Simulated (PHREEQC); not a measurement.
Dissolve 0.01 mol/kgw HBr, 0.0095 mol/kgw NaCl and 0.00033 mol/kgw MnSO4 at 25 °C. Closed to the air; pH follows from the charge balance.

Computed with PHREEQC (ion-association model, wateq4f.dat).

Problem. The ionic strength comes out as 0.0205 mol/kgw. What activity coefficients do Mn+2, Br-, Na+, MnCl+, Cl- get?

Solution. Mn+2 0.59, Br- 0.87, Na+ 0.87, MnCl+ 0.87, Cl- 0.87.

This is a speciation only: nothing precipitates in the calculation.
